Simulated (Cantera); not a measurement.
An adiabatic, constant-pressure homogeneous reactor starts with CH4 : C2H6 : C3H8 : O2 : N2 : CO2 = 1 : 0.036 : 0.031 : 4.66 : 51.2 : 8.6 (molar parts), equivalence ratio 0.49, at 1750 K and 500000 Pa. Integrator tolerance rtol = 1e-08.

Model: GRI-Mech 3.0 (53 species, 325 reactions), integrated in Cantera.

Problem. What does this change do: initial temperature 1750 to 1023 K?

Solution. 
```csv
quantity,before,after
time of steepest temperature rise,31.4 µs,0.106 s
temperature at 9.00 s,2083 K,1396 K
equilibrium temperature,2083 K,1395 K
x(CH4) at 9.00 s,<1e-12 (gas-phase equilibrium <1e-12),<1e-12 (gas-phase equilibrium <1e-12)
x(C2H6) at 9.00 s,<1e-12 (gas-phase equilibrium <1e-12),<1e-12 (gas-phase equilibrium <1e-12)
x(C3H8) at 9.00 s,<1e-12 (gas-phase equilibrium <1e-12),<1e-12 (gas-phase equilibrium <1e-12)
x(C2H2) at 9.00 s,<1e-12 (gas-phase equilibrium <1e-12),<1e-12 (gas-phase equilibrium <1e-12)
x(CH2) at 9.00 s,<1e-12 (gas-phase equilibrium <1e-12),<1e-12 (gas-phase equilibrium <1e-12)
x(N2O) at 9.00 s,4.79e-7 (gas-phase equilibrium 4.79e-7),4.16e-8 (gas-phase equilibrium 4.13e-8)
x(H2O) at 9.00 s,0.0336 (gas-phase equilibrium 0.0336),0.0340 (gas-phase equilibrium 0.0340)
```

Problem. What does this change do: constant volume in place of constant pressure?

Solution. 
```
quantity                                                            before                                    after
---------------------------------  ---------------------------------------  ---------------------------------------
time of steepest temperature rise                                  31.4 µs                                  30.2 µs
temperature at 9.00 s                                               2083 K                                   2161 K
equilibrium temperature                                             2083 K                                   2161 K
x(CH4) at 9.00 s                     <1e-12 (gas-phase equilibrium <1e-12)    <1e-12 (gas-phase equilibrium <1e-12)
x(C2H6) at 9.00 s                    <1e-12 (gas-phase equilibrium <1e-12)    <1e-12 (gas-phase equilibrium <1e-12)
x(C3H8) at 9.00 s                    <1e-12 (gas-phase equilibrium <1e-12)    <1e-12 (gas-phase equilibrium <1e-12)
x(C2H2) at 9.00 s                    <1e-12 (gas-phase equilibrium <1e-12)    <1e-12 (gas-phase equilibrium <1e-12)
x(CH2) at 9.00 s                     <1e-12 (gas-phase equilibrium <1e-12)    <1e-12 (gas-phase equilibrium <1e-12)
x(N2O) at 9.00 s                   4.79e-7 (gas-phase equilibrium 4.79e-7)  6.40e-7 (gas-phase equilibrium 6.40e-7)
x(H2O) at 9.00 s                     0.0336 (gas-phase equilibrium 0.0336)    0.0334 (gas-phase equilibrium 0.0334)
```
